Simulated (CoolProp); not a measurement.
The numbers come from the reference Helmholtz-energy equation of state, Zhou 2011 in CoolProp.

Question: For dimethyl carbonate, give the phase and the Z, cp (kJ/(kg K)), speed of sound (m/s), expansivity (1/kK) at 398.7 K and 19.1 MPa.

Answer: 
- 398.7 K and 19.1 MPa: liquid; Z 0.544, cp 2.00, speed of sound 931, expansivity 1.35
